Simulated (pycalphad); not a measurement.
All values are pycalphad results on the COST 507 light-alloy database (1999) (1 atm), not direct measurements. The data set is of 1999 and partly superseded. Diffusion is slow at the low end, where real alloys seldom reach equilibrium.

## Si-46.64Ti (wt.%): equilibrium cooling sequence

| T (K) | phases above | phases below |
|---|---|---|
| 1756.9 | liquid | liquid + SI2TI |
| 1747.4 | liquid + SI2TI | SI2TI + SITI |

Changes were sought between steps of 100 K, so a narrower field can be missed.

Database names, with the compositions (at.%) that they take in these runs: SI2TI: Si 67 Ti 33; SITI: Si 50 Ti 50.
